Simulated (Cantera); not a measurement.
# Iron carbonyl, mercury and lead vapours: HgO + O2 + N2

Charge: 1 mol HgO, 1.3 mol O2, 0.19 mol N2, equilibrated at 6.40 bar.

Method: chemical equilibrium by Gibbs-energy minimisation in Cantera with the NASA 1993 tables (ideal gas, pure condensed phases). Candidate condensed phases: Hg, HgO; 10 gas species. Kinetics and transport are ignored.

From 625 K to 725 K the condensed part is HgO(s). From 825 K to 1525 K nothing is condensed. The main Hg-bearing gas is Hg throughout.

| T (K) | x O2 | x Hg | x N2 | x NO | x NO2 | x O | x N2O | n HgO(s) |
|---|---|---|---|---|---|---|---|---|
| 625 | 0.872 | 0.000622 | 0.127 | 3.51e-8 | 6.49e-7 | <1e-12 | 5.76e-12 | 0.999 |
| 725 | 0.847 | 0.0310 | 0.122 | 3.82e-7 | 1.48e-6 | <1e-12 | 4.73e-11 | 0.952 |
| 825 | 0.602 | 0.334 | 0.0635 | 1.46e-6 | 1.49e-6 | <1e-12 | 1.08e-10 | 0 |
| 925 | 0.602 | 0.334 | 0.0635 | 6.17e-6 | 2.51e-6 | 4.11e-12 | 3.96e-10 | 0 |
| 1025 | 0.602 | 0.334 | 0.0635 | 1.97e-5 | 3.84e-6 | 1.01e-10 | 1.13e-9 | 0 |
| 1125 | 0.602 | 0.334 | 0.0635 | 5.10e-5 | 5.45e-6 | 1.42e-9 | 2.70e-9 | 0 |
| 1225 | 0.602 | 0.334 | 0.0635 | 0.000113 | 7.32e-6 | 1.29e-8 | 5.62e-9 | 0 |
| 1325 | 0.602 | 0.334 | 0.0634 | 0.000223 | 9.41e-6 | 8.45e-8 | 1.05e-8 | 0 |
| 1425 | 0.602 | 0.334 | 0.0633 | 0.000399 | 1.17e-5 | 4.26e-7 | 1.80e-8 | 0 |
| 1525 | 0.602 | 0.334 | 0.0632 | 0.000662 | 1.41e-5 | 1.74e-6 | 2.89e-8 | 0 |
x: gas mole fraction; n: condensed amount in mol.
